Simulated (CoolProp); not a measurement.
Properties of R245ca at several states (Tc = 174.4 °C, pc = 3.941 MPa, ω = 0.355).

Computed with CoolProp (reference Helmholtz-energy equation of state, Zhou 2016).

```json
[
 {"T (°C)": "168.05", "p (MPa)": "10", "phase": "liquid", "Z": "0.3629", "cv (kJ/(kg K))": "1.183", "Joule-Thomson coefficient (K/MPa)": "0.4313"},
 {"T (°C)": "-44.25", "p (MPa)": "0.201", "phase": "liquid", "Z": "0.009126", "cv (kJ/(kg K))": "___", "Joule-Thomson coefficient (K/MPa)": "-0.3251"},
 {"T (°C)": "115.85", "p (MPa)": "0.0719", "phase": "gas", "Z": "0.9894", "cv (kJ/(kg K))": "___", "Joule-Thomson coefficient (K/MPa)": "11.61"},
 {"T (°C)": "137.55", "p (MPa)": "0.273", "phase": "gas", "Z": "0.9663", "cv (kJ/(kg K))": "1.050", "Joule-Thomson coefficient (K/MPa)": "10.13"},
 {"T (°C)": "104.25", "p (MPa)": "0.0659", "phase": "gas", "Z": "0.9892", "cv (kJ/(kg K))": "0.9886", "Joule-Thomson coefficient (K/MPa)": "___"}
]
```

**Question.** Complete the blanks.

**Answer.** 
- -44.25, cv (kJ/(kg K)): 0.9397
- 115.85, cv (kJ/(kg K)): 1.009
- 104.25, Joule-Thomson coefficient (K/MPa): 12.79
